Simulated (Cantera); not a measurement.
Charge: 1 mol Fe₂O₃, 44 mol HCl, equilibrated at 700 K and 0.128 Torr.

Method: chemical equilibrium by Gibbs-energy minimisation in Cantera with the NASA 1993 tables (ideal gas, pure condensed phases). Candidate condensed phases: Fe, FeCl₂, FeCl₃, FeO, Fe(OH)₂, Fe(OH)₃, Fe₂O₃, Fe₃O₄, H₂O; 22 gas species. Condensed phases not in the tables: FeOCl. Kinetics and transport are ignored.

Base state: HCl 0.994, H₂O 0.00327, FeCl₃ 0.00199, FeCl₂ 0.000186, Cl₂ 9.31e-5 (mole fractions); condensed: Fe₂O₃(s).

Q: What changes in the equilibrium state with this change: temperature from 700 K to 1000 K?

A: 
```tsv
species	before	after
HCl	0.994	0.959
H₂O	0.00327	0.0207
FeCl₂	0.000186	0.0116
O₂	<1e-9	0.000422
Cl	4.89e-7	0.00189
Cl₂	9.31e-5	0.00403
FeCl₃	0.00199	0.00270
Fe₂O₃(s), mol	0.952	0.684
```
